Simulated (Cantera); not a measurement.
A freely propagating, adiabatic, planar premixed flame of H2 : O2 : N2 = 1 : 0.192 : 0.723 (molar parts), unburnt at 473 K and 2850 Torr; mixture-averaged transport, grid criteria slope 0.08 and curve 0.16, no radiation.

Model: the H2/O2 subset of GRI-Mech 3.0, which has no nitrogen chemistry, integrated in Cantera. The hydrogen kinetics of GRI-Mech 3.0 are dated; newer H2 mechanisms differ, most at raised pressure. Burning velocities carry a grid error of a few per cent, more on coarse grids.

**Question.** What does this change do: inlet temperature 473 to 500 K?

**Answer.** 
| quantity | before | after |
|---|---|---|
| laminar burning velocity | 527 cm/s | 586 cm/s |
| thermal thickness | 0.0787 mm | 0.0801 mm |
| peak x(H) | 0.0440 | 0.0461 |
| peak x(O) | 0.00122 | 0.00129 |
| peak x(OH) | 0.00164 | 0.00175 |

**Question.** What does this change do: inlet temperature 473 to 550 K?

**Answer.** 
```tsv
quantity	before	after
laminar burning velocity	527 cm/s	705 cm/s
thermal thickness	0.0787 mm	0.0830 mm
peak x(H)	0.0440	0.0500
peak x(O)	0.00122	0.00144
peak x(OH)	0.00164	0.00196
```
